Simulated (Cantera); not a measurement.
A closed system holds: 1 mol Ta, 0.029 mol H₂O, held at 10.0 mbar.

Cantera equilibrium calculation (NASA polynomials, part measured and part estimated; ideal gas, pure solids and liquids). Candidate condensed phases: H₂O, Ta, Ta₂O₅; 12 gas species. Mutual solubility and eutectic melting of coexisting phases are not modelled. Condensed phases not in the tables: N, O or C dissolved in the metal. Equilibrium is a limit: real reactors are often held back by kinetics, nucleation or transport.

log p: log10 of the partial pressure in bar; n: condensed amount in mol.

```json
[
 {"T (K)": "2125", "log p H₂": "-2.02", "log p H": "-3.45", "log p TaO₂": "-5.13", "log p TaO": "-5.83", "n Ta(s)": "0.988", "n Ta₂O₅(l)": "0.00577"},
 {"T (K)": "2175", "log p H₂": "-2.02", "log p H": "___", "log p TaO₂": "___", "log p TaO": "___", "n Ta(s)": "0.988", "n Ta₂O₅(l)": "0.00576"},
 {"T (K)": "2225", "log p H₂": "-2.03", "log p H": "-3.20", "log p TaO₂": "-4.55", "log p TaO": "-5.23", "n Ta(s)": "0.988", "n Ta₂O₅(l)": "0.00574"},
 {"T (K)": "2275", "log p H₂": "-2.04", "log p H": "-3.09", "log p TaO₂": "-4.28", "log p TaO": "-4.95", "n Ta(s)": "0.988", "n Ta₂O₅(l)": "0.00570"},
 {"T (K)": "2325", "log p H₂": "-2.06", "log p H": "-2.99", "log p TaO₂": "-4.03", "log p TaO": "-4.68", "n Ta(s)": "0.988", "n Ta₂O₅(l)": "0.00564"},
 {"T (K)": "2375", "log p H₂": "-2.07", "log p H": "-2.89", "log p TaO₂": "-3.78", "log p TaO": "-4.42", "n Ta(s)": "0.988", "n Ta₂O₅(l)": "0.00554"},
 {"T (K)": "2425", "log p H₂": "-2.10", "log p H": "___", "log p TaO₂": "___", "log p TaO": "___", "n Ta(s)": "0.988", "n Ta₂O₅(l)": "0.00535"},
 {"T (K)": "2475", "log p H₂": "-2.13", "log p H": "-2.71", "log p TaO₂": "-3.33", "log p TaO": "-3.94", "n Ta(s)": "0.988", "n Ta₂O₅(l)": "0.00504"}
]
```

Task: What belongs in the gaps?

Result: 
- 2425, log p H: -2.80
- 2425, log p TaO₂: -3.55
- 2425, log p TaO: -4.18
- 2175, log p H: -3.32
- 2175, log p TaO₂: -4.83
- 2175, log p TaO: -5.52
